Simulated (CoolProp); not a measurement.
Model: reference Helmholtz-energy equation of state, Lemmon 2006, in CoolProp. It is a short technical equation, of lower accuracy than the large ones.

**Question.** For carbon monoxide, give the phase and the cv (kJ/(kg K)) at 140.6 K and 0.0671 MPa.

**Answer.** 
- 140.6 K and 0.0671 MPa: gas; cv 0.744
